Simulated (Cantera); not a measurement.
Input: 1 mol CH₄, 0.36 mol O₂, 0.42 mol H₂, equilibrated at 11.0 mbar.

Equilibrium computed with Cantera from the NASA thermochemical tables; the gas is ideal and each condensed phase is pure. Candidate condensed phases: C, C₆H₆, C₇H₈, C₈H₁₈, H₂O; 131 gas species. Ions and electrons are included (thermal ionisation). Kinetics and transport are ignored.

Problem. At 4500 K, list the 7 most abundant gas species with their mole fractions, and the condensed phases.

Solution. H 0.827, CO 0.122, C 0.0489, O 0.00124, H₂ 0.000629, C₂ 9.07e-5, e- 2.58e-5. Condensed: gas only.
